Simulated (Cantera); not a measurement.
What does this Cantera script print?

```python
import numpy as np
import cantera as ct

gas = ct.Solution("gri30.yaml")
gas.TPX = 1275, 37000, {'N2O': 1, 'O2': 0.38, 'H2O': 0.0066}
reactor = ct.IdealGasConstPressureReactor(gas, energy="off", clone=False)
net = ct.ReactorNet([reactor])
net.rtol, net.atol = 1e-08, 1e-18
show = ['N2O', 'O2', 'N2', 'NO2', 'O', 'NO']
times = np.geomspace(0.0004, 9, 9)

steps = ct.SolutionArray(gas, extra=["t"])
rows = []
print(f"{'t/s':>10s}{'T/K':>9s}{'P/Pa':>11s}" + "".join(f"{s:>11s}" for s in show))
for t in times:
    while net.time < t:
        t_next = net.step()
        steps.append(gas.state, t=t_next)
    rows.append([np.interp(t, steps.t, y) for y in (steps.T, steps.P, *steps(*show).X.T)])
    print(f"{t:10.3e}{rows[-1][0]:9.1f}{rows[-1][1]:11.4g}" + "".join(f"{x:11.3e}" for x in rows[-1][2:]))
rate = np.gradient(steps.T, steps.t)
print("integrator steps:", len(steps.t))
if steps.T.max() > steps.T[0] + 200:
    print(f"time of steepest temperature rise: {steps.t[rate.argmax()]:.4e} s")
gas.TPX = 1275, 37000, {'N2O': 1, 'O2': 0.38, 'H2O': 0.0066}
gas.equilibrate("TP")
print(f"equilibrium (TP): T = {gas.T:.1f} K  " + "  ".join(f"{s} {gas[s].X[0]:.3e}" for s in show))
```

Output:

```
       t/s      T/K       P/Pa        N2O         O2         N2        NO2          O         NO
 4.000e-04   1275.0    3.7e+04  7.209e-01  2.741e-01  2.288e-04  1.238e-08  5.432e-06  3.266e-05
 1.400e-03   1275.0    3.7e+04  7.200e-01  2.743e-01  8.142e-04  9.487e-07  5.415e-06  1.168e-04
 4.899e-03   1275.0    3.7e+04  7.170e-01  2.749e-01  2.871e-03  1.842e-05  5.384e-06  3.950e-04
 1.714e-02   1275.0    3.7e+04  7.066e-01  2.772e-01  1.000e-02  9.478e-05  5.280e-06  1.328e-03
 6.000e-02   1275.0    3.7e+04  6.720e-01  2.847e-01  3.382e-02  2.007e-04  5.117e-06  4.518e-03
 2.100e-01   1275.0    3.7e+04  5.674e-01  3.078e-01  1.059e-01  2.443e-04  4.944e-06  1.423e-02
 7.348e-01   1275.0    3.7e+04  3.322e-01  3.599e-01  2.681e-01  2.535e-04  4.465e-06  3.539e-02
 2.572e+00   1275.0    3.7e+04  7.622e-02  4.183e-01  4.464e-01  2.556e-04  2.621e-06  5.518e-02
 9.000e+00   1275.0    3.7e+04  2.577e-03  4.368e-01  4.994e-01  4.188e-04  2.579e-07  5.733e-02
integrator steps: 1377
equilibrium (TP): T = 1275.0 K  N2O 1.379e-08  O2 4.662e-01  N2 5.298e-01  NO2 4.479e-06  O 1.262e-07  NO 4.119e-04
```

Cantera simulation using GRI-Mech 3.0 (53 species, 325 reactions); the numbers are that mechanism's predictions, not measurements. GRI-Mech 3.0 was tuned for natural gas; its chemistry of N2O as a main component is partial and can be far from experiment. The mechanism lacks the step 2 NO + O2 → 2 NO2, which can matter for NO2 below about 1400 K. The temperature is held fixed by assumption; the heat of reaction is taken as removed at once.
